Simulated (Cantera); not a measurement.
A closed system holds: 1 mol KCl, 0.019 mol HCl, 20 mol N2, equilibrated at 1200 K and 6.90 Pa.

Equilibrium computed with Cantera from the NASA thermochemical tables; the gas is ideal and each condensed phase is pure. Candidate condensed phases: K, KCl, NH4Cl; 17 gas species. The numbers say what is thermodynamically allowed, not how fast it happens.

Base state: N2 0.952, KCl 0.0476, HCl 0.000896, K2Cl2 1.25e-5 (mole fractions); condensed: gas only.

Q: What changes in the equilibrium state with this change: temperature from 1200 K to 2100 K?

A: 
| species | before | after |
|---|---|---|
| N2 | 0.952 | 0.928 |
| Cl | 9.25e-6 | 0.0248 |
| K | 1.23e-6 | 0.0241 |
| KCl | 0.0476 | 0.0223 |
| H | 4.74e-8 | 0.000706 |
| K2Cl2 | 1.25e-5 | 1.23e-9 |
| HCl | 0.000896 | 0.000169 |

Q: What changes in the equilibrium state with this change: temperature from 1200 K to 2175 K?

A: 
```csv
species,before,after
N2,0.952,0.922
Cl,9.25e-6,0.0315
K,1.23e-6,0.0307
KCl,0.0476,0.0154
H,4.74e-8,0.000775
K2Cl2,1.25e-5,<1e-9
```

Q: What changes in the equilibrium state with this change: pressure from 6.90 Pa to 1.00 bar?

A: 
```tsv
species	before	after
N2	0.952	0.991
KCl	0.0476	0.00538
K2Cl2	1.25e-5	0.00231
HCl	0.000896	0.000941
KCl(l), mol	0	0.798
```
